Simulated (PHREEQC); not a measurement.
Solution (25 °C): 2.5 mmol/kgw K2CO3 and 1.5 mmol/kgw Na2SO4. Closed to the air; pH follows from the charge balance.

Computed with PHREEQC (ion-association model, wateq4f.dat).

```json
{
  "pH": "10.71",
  "ionic_strength": "0.0112 mol/kgw",
  "total_alkalinity": "5.00 meq/kg"
}
```

```csv
species,molality,activity,log γ
K+,0.00497,0.00445,-0.048
Na+,0.00292,0.00262,-0.047
CO3-2,0.00186,0.00123,-0.182
SO4-2,0.00145,0.000950,-0.184
OH-,0.000570,0.000510,-0.048
HCO3-,0.000569,0.000513,-0.045
NaCO3-,6.65e-5,5.99e-5,-0.045
KSO4-,3.30e-5,2.97e-5,-0.045
NaSO4-,1.39e-5,1.25e-5,-0.045
NaHCO3,7.54e-7,7.56e-7,0.001
CO2,2.26e-8,2.26e-8,0.001
```

Precipitation was switched off in this run. Complexes and solids missing from the database can't appear.
